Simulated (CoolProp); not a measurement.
Properties of acetone along the isobar 64.8 bar.

Computed with CoolProp (reference Helmholtz-energy equation of state, Lemmon 2006). It is a short technical equation, of lower accuracy than the large ones.

```
T (K)          phase  density (kg/m³)  cp (kJ/(kg K))  cv (kJ/(kg K))  speed of sound (m/s)  fugacity coefficient
-----  -------------  ---------------  --------------  --------------  --------------------  --------------------
409.6         liquid            657.6           2.493           1.774                 736.8                0.1302
427.2         liquid            632.0           2.580           1.816                 663.3                0.1766
444.7         liquid            604.1           2.683           1.858                 589.1                0.2310
462.3         liquid            572.7               …           1.904                 512.6                0.2935
479.8         liquid            536.5           2.997           1.954                 433.1                0.3623
497.4         liquid            491.4           3.312           2.012                     …                0.4363
514.9  supercritical            426.9           4.133           2.096                 246.5                0.5119
532.5  supercritical            279.7           8.346           2.268                     …                0.5832
550    supercritical            170.1           4.483           2.209                 177.5                0.6353
```

Task: Some entries are withheld; supply them.

Result: 
- 462.3, cp (kJ/(kg K)): 2.814
- 497.4, speed of sound (m/s): 346.5
- 532.5, speed of sound (m/s): 152.1

The peak of cp marks the crossing from liquid-like to gas-like fluid above the critical point.
